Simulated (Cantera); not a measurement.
Input: 1 mol CO2, 0.94 mol SO2, 3 mol H2, held at 91.0 mbar.

Method: chemical equilibrium by Gibbs-energy minimisation in Cantera with the NASA 1993 tables (ideal gas, pure condensed phases). Candidate condensed phases: C, C6H6, C7H8, C8H18, H2O, H2SO4, S; 123 gas species. The numbers say what is thermodynamically allowed, not how fast it happens.

x: gas mole fraction; nothing condenses.

| T (K) | x H2O | x H | x H2 | x CO | x O | x SO2 | x SO | x OH | x CO2 | x S2 | x S | x O2 |
|---|---|---|---|---|---|---|---|---|---|---|---|---|
| 2100 | 0.373 | 0.00513 | 0.247 | 0.162 | 1.37e-5 | 0.0770 | 0.0303 | 0.000924 | 0.0495 | 0.0358 | 0.00372 | 8.81e-6 |
| 2250 | 0.345 | ___ | 0.261 | 0.167 | ___ | 0.0821 | ___ | ___ | ___ | ___ | ___ | ___ |
| 2400 | 0.320 | 0.0272 | 0.266 | 0.169 | 0.000411 | 0.0827 | 0.0585 | 0.00600 | 0.0343 | 0.0135 | 0.0109 | 0.000204 |
| 2550 | ___ | ___ | 0.260 | 0.168 | ___ | 0.0795 | ___ | ___ | ___ | ___ | ___ | ___ |
| 2700 | 0.264 | 0.0929 | 0.243 | 0.164 | 0.00627 | 0.0725 | 0.0748 | 0.0258 | 0.0263 | 0.00320 | 0.0179 | 0.00274 |
| 2850 | 0.216 | 0.151 | 0.219 | 0.156 | 0.0188 | 0.0606 | 0.0769 | 0.0438 | 0.0218 | 0.00164 | 0.0214 | 0.00745 |
| 3000 | 0.152 | 0.227 | 0.187 | 0.146 | 0.0453 | 0.0437 | 0.0750 | 0.0611 | 0.0160 | 0.00103 | 0.0269 | 0.0146 |
| 3150 | 0.0873 | 0.313 | 0.149 | 0.133 | 0.0865 | 0.0259 | 0.0676 | 0.0682 | 0.0101 | 0.000767 | 0.0353 | 0.0199 |

**Question.** Some entries are withheld; supply them.

**Answer.** 
- 2250, x H: 0.0126
- 2250, x O: 8.29e-5
- 2250, x SO: 0.0447
- 2250, x OH: 0.00250
- 2250, x CO2: 0.0405
- 2250, x S2: 0.0236
- 2250, x S: 0.00695
- 2250, x O2: 4.59e-5
- 2550, x H2O: 0.295
- 2550, x H: 0.0527
- 2550, x O: 0.00173
- 2550, x SO: 0.0688
- 2550, x OH: 0.0131
- 2550, x CO2: 0.0300
- 2550, x S2: 0.00676
- 2550, x S: 0.0147
- 2550, x O2: 0.000803
